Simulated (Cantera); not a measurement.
Feed: 1 mol Si, 0.82 mol CO2, 33 mol CO, at 1425 °C and 13.3 mbar.

These are equilibrium values from Cantera (NASA tables, ideal gas, pure condensed phases), not measurements of a reactor. Candidate condensed phases: C, Si, SiC, SiO2; 20 gas species. The numbers say what is thermodynamically allowed, not how fast it happens.

Problem. What is the equilibrium state?

Solution. 
| Property | Result |
|---|---|
| x(CO) | 0.974 |
| x(SiO) | 0.0263 |
| x(CO2) | 4.65e-6 |
| x(Si) | 1.87e-6 |
| n(SiC(s)) | 0.0900 mol |
| gas amount | 34.64 mol |
| log10 activity of C(graphite) (absent) | -0.41 |
| log10 activity of Si(l) (absent) | -1.42 |
